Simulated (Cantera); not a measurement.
A Cantera script and what it prints.

```python
import numpy as np
import cantera as ct

gas_names = """
    H HO2 H2 H2O H2O2 O OH O2 O3 Si SiH SiH2 SiH3 SiH4 SiO SiO2 Si2 Si3
""".split()
cond_names = """
    H2O(s) H2O(L) Si(cr) Si(L) SiO2(Lqz) SiO2(hqz) SiO2(L)
""".split()


# ... load() reads the species with a 1 bar reference pressure and builds the phases ...
atoms = {
    'SiO2': {'Si': 1, 'O': 2},
    'H2': {'H': 2},
}
top_T = {}  # K; cautious upper limits of use, not melting points


# ... equilibrate(T, P, feed) seeds the gas with the atoms and calls Mixture.equilibrate('TP', solver="vcs", rtol=1e-11, max_steps=5000) ...
results = []
feed = {'SiO2': 1, 'H2': 300}  # mol
P = 1333.22  # Pa
for T in [1323, 1423, 1523, 1623, 1723, 1823, 1923]:
    mix = equilibrate(T, P, feed)
    results.append((T, P, feed, dict(zip(mix.species_names, mix.species_moles))))

top = {s: max(r[3][s] / sum(r[3][g] for g in gas_names) for r in results) for s in gas_names}
cols = sorted((s for s in top if top[s] > 0.0001), key=lambda s: -top[s])[:5]
seen = [c for c in cond_names if any(r[3].get(c, 0) > 1e-12 for r in results)]
print("log10 of partial pressures in bar; condensed amounts in mol")
print(f"{'T/K':>10s}" + "".join(f"{s[:9]:>10s}" for s in cols + seen))
for T, P, feed, n in results:
    ng = sum(n[g] for g in gas_names)
    print(f"{T:10.4g}" + "".join(f"{np.log10(max(n[s] / ng * P / 1e5, 1e-99)):10.3f}" for s in cols)
          + "".join(f"{n.get(c, 0):10.4g}" for c in seen))
```

It prints:

```
log10 of partial pressures in bar; condensed amounts in mol
       T/K        H2         H       SiO       H2O SiO2(hqz)
      1323    -1.875    -6.737    -6.586    -6.586    0.9942
      1423    -1.875    -6.115    -5.831    -5.831    0.9668
      1523    -1.876    -5.574    -5.179    -5.179    0.8508
      1623    -1.877    -5.099    -4.609    -4.609    0.4456
      1723    -1.879    -4.678    -4.354    -4.354         0
      1823    -1.880    -4.303    -4.354    -4.355         0
      1923    -1.882    -3.967    -4.355    -4.356         0
```

These are equilibrium values from Cantera (NASA tables, ideal gas, pure condensed phases), not measurements of a reactor. The tables hold silica as quartz up to 1696 K and as liquid above; real silica turns to tridymite and cristobalite and melts near 1996 K.
